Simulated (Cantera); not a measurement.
A Cantera script and what it prints.

```python
import numpy as np
import cantera as ct

gas_names = [...]  # 97 gases of nasa_gas.yaml made of Al, C, H, N
cond_names = """
    AL(cr) AL(L) ALN(s) C(gr) C6H6(L) C7H8(L) C8H18(L),n-octa
""".split()


# ... load() reads the species with a 1 bar reference pressure and builds the phases ...
atoms = {
    'Al(CH3)3': {'AL': 1, 'C': 3, 'H': 9},
    'N2': {'N': 2},
}
top_T = {'ALN(s)': 2750, 'C(gr)': 4500}  # K; cautious upper limits of use, not melting points


# ... equilibrate(T, P, feed) seeds the gas with the atoms and calls Mixture.equilibrate('TP', solver="vcs", rtol=1e-11, max_steps=5000) ...
results = []
feed = {'Al(CH3)3': 1, 'N2': 52}  # mol
T = 675  # K
P = 22000  # Pa
mix = equilibrate(T, P, feed)
results.append((T, P, feed, dict(zip(mix.species_names, mix.species_moles))))
print(gas.report(threshold=0.0001))
for i in range(1, mix.n_phases):
    print(f"{mix.phase(i).name:16s} {mix.phase_moles(i):12.5e} mol")
```

Output:

```
       temperature   675 K
          pressure   22000 Pa
           density   0.10329 kg/m^3
  mean mol. weight   26.349 kg/kmol
   phase of matter   gas

                          1 kg             1 kmol
                     ---------------   ---------------
          enthalpy        3.9463e+05        1.0398e+07  J
   internal energy        1.8163e+05        4.7856e+06  J
           entropy            8622.3        2.2719e+05  J/K
    Gibbs function       -5.4254e+06       -1.4295e+08  J
 heat capacity c_p            1168.1             30779  J/K
 heat capacity c_v            852.58             22464  J/K

                      mass frac. Y      mole frac. X     chem. pot. / RT
                     ---------------   ---------------   ---------------
               CH4         0.0067845          0.011143           -43.001
                H2         0.0045074          0.058911           -20.971
                N2           0.98868           0.92991           -25.546
     [  +94 minor]        2.5671e-05        3.9711e-05

AL(cr)            0.00000e+00 mol
ALN(s)            1.00000e+00 mol
C(gr)             2.38291e+00 mol
```

Method: chemical equilibrium by Gibbs-energy minimisation in Cantera with the NASA 1993 tables (ideal gas, pure condensed phases). The feed counts by its element totals alone.
